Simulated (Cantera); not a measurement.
Charge: 1 mol Ta, 0.74 mol CO2, equilibrated at 2573 K.

Method: chemical equilibrium by Gibbs-energy minimisation in Cantera with the NASA 1993 tables (ideal gas, pure condensed phases). Candidate condensed phases: C, Ta, TaC, Ta2O5; 15 gas species. Mutual solubility and eutectic melting of coexisting phases are not modelled. TaC: taken at fixed stoichiometry. Condensed phases not in the tables: Ta2C, N, O or C dissolved in the metal. Rates play no part.

log p: log10 of the partial pressure in bar; n: condensed amount in mol.

```csv
P (Pa),log p CO,log p TaO,log p TaO2,log p CO2,n Ta(s),n Ta2O5(l),n TaC(s)
0.100,-6.30,-6.31,-8.53,-11.95,?,0,0
0.750,-5.42,-5.46,-6.82,-10.21,?,0,0
5.60,-4.52,-4.69,-5.29,-8.55,?,0,0
42,-3.60,-4.08,-4.07,-7.02,?,0,0
320,-2.69,-3.57,-3.05,-5.60,?,0,0
2400,-1.65,-3.51,-2.92,-4.49,0.690,0.130,0
18000,-0.75,-3.51,-2.92,-3.59,0.703,0.146,0
130000,0.11,-3.64,-2.97,-2.64,0,0.248,0.503
1000000,1.00,-4.02,-3.09,-1.50,0,0.248,0.503
```

Question: What belongs in the gaps?

Answer: 
- 0.100, n Ta(s): 0.264
- 0.750, n Ta(s): 0.292
- 5.60, n Ta(s): 0.385
- 42, n Ta(s): 0.509
- 320, n Ta(s): 0.582
